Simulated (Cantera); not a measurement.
Cantera run:

```python
import numpy as np
import cantera as ct

gas_names = """
    F FO FO2 F2 F2O H HF HNO HNO2 HNO3 HOF HO2 H2 H2F2 H2O H2O2 H3F3 H4F4 H5F5 H6F6 H7F7 N NF NF2 NF3 NH
    NH2 NH3 NH2OH NO NO2 NO3 N2 N2H2 N2H4 N2O O OH O2 O3
""".split()
cond_names = """
    H2O(s) H2O(L)
""".split()


# ... load() reads the species with a 1 bar reference pressure and builds the phases ...
atoms = {
    'HF': {'H': 1, 'F': 1},
    'H2O': {'H': 2, 'O': 1},
    'N2': {'N': 2},
}
top_T = {}  # K; cautious upper limits of use, not melting points


# ... equilibrate(T, P, feed) seeds the gas with the atoms and calls Mixture.equilibrate('TP', solver="vcs", rtol=1e-11, max_steps=5000) ...
results = []
feed = {'HF': 1, 'H2O': 0.32, 'N2': 0.29}  # mol
P = 13  # Pa
for T in [2298, 2348, 2398, 2448, 2498, 2548, 2598, 2648, 2698, 2748, 2798, 2848, 2898, 2948]:
    mix = equilibrate(T, P, feed)
    results.append((T, P, feed, dict(zip(mix.species_names, mix.species_moles))))

top = {s: max(r[3][s] / sum(r[3][g] for g in gas_names) for r in results) for s in gas_names}
cols = sorted((s for s in top if top[s] > 1e-06), key=lambda s: -top[s])[:9]
seen = [c for c in cond_names if any(r[3].get(c, 0) > 1e-12 for r in results)]
print("log10 of partial pressures in bar; condensed amounts in mol")
print(f"{'T/K':>10s}" + "".join(f"{s[:9]:>10s}" for s in cols + seen))
for T, P, feed, n in results:
    ng = sum(n[g] for g in gas_names)
    print(f"{T:10.4g}" + "".join(f"{np.log10(max(n[s] / ng * P / 1e5, 1e-99)):10.3f}" for s in cols)
          + "".join(f"{n.get(c, 0):10.4g}" for c in seen))
```

Result:

```
log10 of partial pressures in bar; condensed amounts in mol
       T/K        HF         H         F        N2         O        H2       H2O        OH        O2
      2298    -4.182    -4.668    -6.480    -4.721    -5.083    -5.298    -5.384    -5.548    -5.548
      2348    -4.198    -4.594    -6.284    -4.735    -4.989    -5.371    -5.609    -5.597    -5.608
      2398    -4.214    -4.538    -6.081    -4.749    -4.917    -5.471    -5.872    -5.676    -5.700
      2448    -4.229    -4.497    -5.874    -4.760    -4.863    -5.592    -6.165    -5.780    -5.821
      2498    -4.245    -4.465    -5.669    -4.769    -4.826    -5.724    -6.477    -5.903    -5.967
      2548    -4.264    -4.439    -5.471    -4.778    -4.803    -5.859    -6.798    -6.038    -6.130
      2598    -4.289    -4.415    -5.287    -4.788    -4.791    -5.990    -7.117    -6.178    -6.308
      2648    -4.322    -4.389    -5.120    -4.798    -4.787    -6.114    -7.429    -6.319    -6.494
      2698    -4.367    -4.363    -4.974    -4.810    -4.789    -6.228    -7.732    -6.459    -6.687
      2748    -4.423    -4.336    -4.849    -4.824    -4.797    -6.335    -8.025    -6.598    -6.882
      2798    -4.494    -4.309    -4.744    -4.840    -4.808    -6.437    -8.311    -6.734    -7.078
      2848    -4.579    -4.283    -4.660    -4.855    -4.820    -6.537    -8.590    -6.869    -7.272
      2898    -4.677    -4.261    -4.592    -4.871    -4.834    -6.637    -8.865    -7.003    -7.461
      2948    -4.788    -4.242    -4.540    -4.885    -4.846    -6.740    -9.135    -7.134    -7.642
```

Method: chemical equilibrium by Gibbs-energy minimisation in Cantera with the NASA 1993 tables (ideal gas, pure condensed phases).
